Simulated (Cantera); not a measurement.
A perfectly stirred reactor is fed with 31.0 % H2, 23.8 % O2, 45.2 % N2, equivalence ratio 0.65, at 0.900 bar; it is held at 1198 K, and followed from long to short residence time.

Computed with Cantera and GRI-Mech 3.0 (53 species, 325 reactions). The temperature is held fixed by assumption; the heat of reaction is taken as removed at once.

### Question
Predict: x(H2) at τ = 1.10 s; x(O2) at τ = 1.10 s; x(N2O) at τ = 1.10 s; x(HO2) at τ = 1.10 s; x(OH) at τ = 1.10 s; x(H2) at τ = 16.0 ms; x(O2) at τ = 16.0 ms; x(N2O) at τ = 16.0 ms; x(HO2) at τ = 16.0 ms; x(OH) at τ = 16.0 ms.

### Answer
| Property | Value |
|---|---|
| x(H2) at τ = 1.10 s | 0.000450 |
| x(O2) at τ = 1.10 s | 0.0988 |
| x(N2O) at τ = 1.10 s | 4.66e-7 |
| x(HO2) at τ = 1.10 s | 1.65e-5 |
| x(OH) at τ = 1.10 s | 4.22e-5 |
| x(H2) at τ = 16.0 ms | 0.00469 |
| x(O2) at τ = 16.0 ms | 0.101 |
| x(N2O) at τ = 16.0 ms | 3.02e-7 |
| x(HO2) at τ = 16.0 ms | 8.76e-5 |
| x(OH) at τ = 16.0 ms | 0.000264 |
